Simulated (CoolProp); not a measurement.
Vapour-liquid equilibrium of carbon dioxide (1) + CH3F (R41) (2) at 0.999 MPa; x and y are mole fractions of (1).

Values from CoolProp's multi-fluid Helmholtz-energy mixture model, Span 1996 and Lemmon 2006; pair parameters Bell 2016.

| x | bubble temperature, mixture model (K) | bubble temperature, Raoult's law (K) | y, mixture model | y, Raoult's law |
|---|---|---|---|---|
| 0.05 | 248.0 | 248.0 | 0.076 | 0.084 |
| 0.15 | 246.1 | 245.9 | 0.214 | 0.235 |
| 0.25 | 244.3 | 244.0 | 0.338 | 0.367 |
| 0.35 | 242.7 | 242.2 | 0.452 | 0.484 |
| 0.45 | 241.1 | 240.5 | 0.558 | 0.588 |
| 0.55 | 239.6 | 238.9 | 0.656 | 0.681 |
| 0.65 | 238.1 | 237.5 | 0.747 | 0.764 |
| 0.75 | 236.6 | 236.1 | 0.830 | 0.840 |
| 0.85 | 235.1 | 234.8 | 0.905 | 0.908 |
| 0.95 | 233.7 | 233.6 | 0.971 | 0.971 |

The largest gap from Raoult's law is +0.7 K in bubble temperature, at x = 0.55. No azeotrope shows between x = 0.05 and 0.95.

The pair parameters rest on a limited set of measurements; away from them the model extrapolates.
